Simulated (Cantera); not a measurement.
Charge: 1 mol Fe3O4, a varied amount of CH4, 6 mol N2, at 2523.15 K and 15.0 Pa.

These are equilibrium values from Cantera (NASA tables, ideal gas, pure condensed phases), not measurements of a reactor. Candidate condensed phases: C, C6H6, C7H8, C8H18, Fe, Fe(CO)5, FeO, Fe(OH)2, Fe(OH)3, Fe2O3, Fe3O4, H2O; 140 gas species. Rates play no part.

log p: log10 of the partial pressure in bar; nothing condenses.

```
n(CH4) (mol)  log p N2  log p H  log p Fe  log p O  log p CO  log p O2  log p H2
------------  --------  -------  --------  -------  --------  --------  --------
0.34             -4.19    -4.87     -4.49    -4.52     -5.45     -5.46     -6.64
0.4              -4.20    -4.81     -4.50    -4.53     -5.39     -5.48     -6.51
0.47             -4.21    -4.75     -4.51    -4.55     -5.33     -5.52     -6.39
0.55             -4.21    -4.70     -4.52    -4.57     -5.27     -5.55     -6.28
0.65             -4.23    -4.64     -4.53    -4.59     -5.20     -5.60     -6.16
0.76             -4.24    -4.58     -4.54    -4.62     -5.15         ?         ?
0.9              -4.25    -4.53     -4.56    -4.65     -5.09     -5.72     -5.94
1.1              -4.27    -4.46     -4.58    -4.70     -5.02         ?         ?
1.2              -4.28    -4.44     -4.58    -4.72     -4.99     -5.86     -5.76
1.5              -4.31    -4.37     -4.61    -4.80     -4.92     -6.01     -5.63
1.7              -4.33    -4.34     -4.63    -4.85     -4.88     -6.12     -5.56
2                -4.35    -4.29     -4.65    -4.93     -4.83     -6.29     -5.47
```

Problem. Some entries are withheld; supply them.

Solution. 
- 1.1, log p O2: -5.81
- 1.1, log p H2: -5.82
- 0.76, log p O2: -5.65
- 0.76, log p H2: -6.06
